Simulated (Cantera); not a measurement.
## Ignition delay

Mixture: CO : H₂ : CH₄ : O₂ : N₂ = 1 : 0.95 : 0.6 : 1.4 : 6.29 (molar parts), equivalence ratio 1.6, at 100000 Pa, adiabatic and at constant volume. Ignition delay is the time to a rise of 400 K.

Cantera simulation using GRI-Mech 3.0 (53 species, 325 reactions); the numbers are that mechanism's predictions, not measurements.

| T0 (K) | delay (ms) |
|---|---|
| 1075 | 1.89 |
| 1175 | 0.751 |
| 1275 | 0.344 |
| 1375 | 0.178 |
| 1475 | 0.103 |
| 1575 | 0.0644 |
| 1675 | 0.0430 |
| 1775 | 0.0298 |
| 1875 | 0.0213 |

```
Item                                                    Value
--------------------------------------------------  ---------
apparent activation energy between 1675 and 1875 K  91 kJ/mol
```
